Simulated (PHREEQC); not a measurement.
Consider water at 20 °C and 500 atm with 0.067 mol H3PO4 and 0.098 mol H2SO4 per kg of water. Closed to the air; pH follows from the charge balance.

Equilibrium calculation in PHREEQC: ion-association model, phreeqc.dat.

Each row changes one thing in this solution. No solid was allowed to form.

```csv
case,pH,ionic strength (mol/kgw),HSO4- (mol/kgw),SO4-2 (mol/kgw)
as made,0.96,0.164,0.0687,0.0293
H3PO4 left out,0.98,0.158,0.0680,0.0300
diluted 10-fold with water,1.78,0.0252,0.00344,0.00636
diluted 5-fold with water,1.53,(withheld),0.00904,0.0106
H3PO4 from 0.067 to 0.0134 mol/kgw,0.98,(withheld),0.0681,(withheld)
temperature from 20 to 5 °C,0.94,0.179,(withheld),0.0367
```

Problem. Fill in the missing entries.

Solution. 
- diluted 5-fold with water, ionic strength (mol/kgw): 0.0444
- H3PO4 from 0.067 to 0.0134 mol/kgw, ionic strength (mol/kgw): 0.159
- H3PO4 from 0.067 to 0.0134 mol/kgw, SO4-2 (mol/kgw): 0.0299
- temperature from 20 to 5 °C, HSO4- (mol/kgw): 0.0613

Species that the database lacks are ignored. Under pressure, the constants of complexes without a molar volume in the database are unreliable. Constants without temperature data keep their 25 °C values here.
